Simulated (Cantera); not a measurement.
**Equilibrium for silicon epitaxy and polysilicon growth: Si3H8 + H2 + HCl**

Input: 1 mol Si3H8, 15 mol H2, 0.019 mol HCl, at 100000 Pa.

Equilibrium computed with Cantera from the NASA thermochemical tables; the gas is ideal and each condensed phase is pure. Candidate condensed phases: Si; 19 gas species. The feed counts by its element totals alone. Gases not in the tables: Si2H6 and higher silanes. The numbers say what is thermodynamically allowed, not how fast it happens.

From 873 K to 1673 K the condensed part is Si(s). At 1773 K the condensed part is Si(l). The main Si-bearing gas is SiHCl3 at 873 K and SiH2 at 1773 K.

| T (K) | x H2 | x HCl | x H | x SiHCl3 | x SiH2Cl2 | x SiH2 | n Si(s) | n Si(l) |
|---|---|---|---|---|---|---|---|---|
| 873 | 0.999 | 0.000437 | 4.68e-11 | 0.000118 | 5.26e-5 | 1.37e-12 | 3.00 | 0 |
| 973 | 0.999 | 0.000811 | 1.08e-9 | 3.59e-5 | 2.60e-5 | 4.18e-11 | 3.00 | 0 |
| 1073 | 0.999 | 0.000960 | 1.40e-8 | 5.06e-6 | 7.53e-6 | 6.76e-10 | 3.00 | 0 |
| 1173 | 0.999 | 0.000986 | 1.18e-7 | 7.15e-7 | 2.16e-6 | 6.80e-9 | 3.00 | 0 |
| 1273 | 0.999 | 0.000991 | 7.13e-7 | 1.31e-7 | 7.31e-7 | 4.76e-8 | 3.00 | 0 |
| 1373 | 0.999 | 0.000992 | 3.33e-6 | 3.06e-8 | 2.89e-7 | 2.50e-7 | 3.00 | 0 |
| 1473 | 0.999 | 0.000992 | 1.26e-5 | 8.73e-9 | 1.29e-7 | 1.05e-6 | 3.00 | 0 |
| 1573 | 0.999 | 0.000992 | 4.06e-5 | 2.92e-9 | 6.44e-8 | 3.67e-6 | 3.00 | 0 |
| 1673 | 0.999 | 0.000991 | 0.000114 | 1.12e-9 | 3.49e-8 | 1.10e-5 | 3.00 | 0 |
| 1773 | 0.999 | 0.000992 | 0.000284 | 4.06e-10 | 1.72e-8 | 2.46e-5 | 0 | 3.00 |
x: gas mole fraction; n: condensed amount in mol.
